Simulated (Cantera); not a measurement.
Mixture: CO : H2 : O2 : N2 : CO2 = 1 : 1.2 : 0.786 : 2.95 : 0.23 (molar parts), equivalence ratio 1.4, at 500000 Pa, adiabatic and at constant volume. Ignition delay is the time to a rise of 400 K.

Detailed kinetics in Cantera: GRI-Mech 3.0 (53 species, 325 reactions). The hydrogen kinetics of GRI-Mech 3.0 are dated; newer H2 mechanisms differ, most at raised pressure.

### Question
Predict: delay at 1200 K; delay at 1275 K; delay at 1350 K; delay at 1425 K; delay at 1500 K; apparent activation energy between 1350 and 1500 K.

### Answer
delay at 1200 K: 18.3 µs
delay at 1275 K: 9.35 µs
delay at 1350 K: 6.06 µs
delay at 1425 K: 4.39 µs
delay at 1500 K: 3.40 µs
apparent activation energy between 1350 and 1500 K: 65 kJ/mol
